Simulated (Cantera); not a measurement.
Catalytic stagnation flow on Pt

A jet of CH₄ : O₂ : N₂ = 0.02 : 0.06 : 0.79 (molar parts) at 300 K and 0.110 bar hits a platinum plate 5 cm away at a mass flux of 0.034 kg/m²/s; the plate temperature is set and raised in steps from an oxygen-covered start.

Model: Deutschmann's 1995 Pt surface mechanism with GRI-Mech 3.0 gas chemistry, integrated in Cantera. Catalytic surfaces can have several steady states; this one follows from the mechanism file's or the stated starting coverage.

```
plate T (K)  wall x CH₄  wall x O₂  wall x H₂O  wall x OH  wall x CO  wall x CO₂  θ free Pt   θ O*     θ OH*
-----------  ----------  ---------  ----------  ---------  ---------  ----------  ---------  -----  --------
950             0.00693     0.0350      0.0299    7.80e-8    4.17e-6      0.0195      0.321  0.677   0.00145
1000            0.00486     0.0306      0.0337    2.02e-7    4.03e-6      0.0220      0.401  0.598   0.00134
1050            0.00359     0.0280      0.0359    4.71e-7    4.04e-6      0.0235      0.476  0.522   0.00120
1100            0.00278     0.0263      0.0373    1.00e-6    4.22e-6      0.0245      0.548  0.451   0.00104
1150            0.00225     0.0253      0.0382    1.97e-6    4.57e-6      0.0251      0.615  0.384  0.000898
1200            0.00189     0.0246      0.0388    3.62e-6    5.12e-6      0.0254      0.675  0.324  0.000765
1250            0.00164     0.0242      0.0391    6.28e-6    5.93e-6      0.0256      0.729  0.270  0.000647
```
x: mole fraction at the wall; θ: surface coverage.
